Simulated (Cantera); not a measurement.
Input: 1 mol CH3SiCl3, 0.004 mol C3H8, 3.4 mol H2, 0.0055 mol C2H2, at 13.3 mbar.

These are equilibrium values from Cantera (NASA tables, ideal gas, pure condensed phases), not measurements of a reactor. Candidate condensed phases: C, C6H6, C7H8, C8H18, Si, SiC; 109 gas species. The feed counts by its element totals alone. Gases not in the tables: Si2H6 and higher silanes. Rates play no part.

Q: What share of the Si ends up in condensed phases as a function of T (K), at 1700, 1775, 1850, 1925, 2000, 2075, 2150, 2225, 2300, 2375, 2450, 2525?

A: 
```json
[
 {"T (K)": "1700", "Si condensed (%)": "88.0", "as": "SiC(s)"},
 {"T (K)": "1775", "Si condensed (%)": "85.4", "as": "SiC(s)"},
 {"T (K)": "1850", "Si condensed (%)": "82.7", "as": "SiC(s)"},
 {"T (K)": "1925", "Si condensed (%)": "79.8", "as": "SiC(s)"},
 {"T (K)": "2000", "Si condensed (%)": "76.7", "as": "SiC(s)"},
 {"T (K)": "2075", "Si condensed (%)": "73.5", "as": "SiC(s)"},
 {"T (K)": "2150", "Si condensed (%)": "69.7", "as": "SiC(s)"},
 {"T (K)": "2225", "Si condensed (%)": "64.5", "as": "SiC(s)"},
 {"T (K)": "2300", "Si condensed (%)": "55.7", "as": "SiC(s)"},
 {"T (K)": "2375", "Si condensed (%)": "38.1", "as": "SiC(s)"},
 {"T (K)": "2450", "Si condensed (%)": "0.0", "as": "-"},
 {"T (K)": "2525", "Si condensed (%)": "0.0", "as": "-"}
]
```
